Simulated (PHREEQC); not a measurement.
Dissolve 0.27 mol/kgw HCl, 0.0049 mol/kgw CuSO4 and 0.22 mol/kgw Na2SO4 at 25 °C. Closed to the air; pH follows from the charge balance.

Computed with PHREEQC (ion-association model, wateq4f.dat).

This is a speciation only: nothing precipitates in the calculation.

Estimate the pH, activity of water, ionic strength.

pH 1.03; activity of water 0.982; ionic strength 0.606 mol/kgw.

In which forms is Na present?

Na+ 95 %, NaSO4- 5.1 % of the Na.

Complexes and solids missing from the database can't appear.
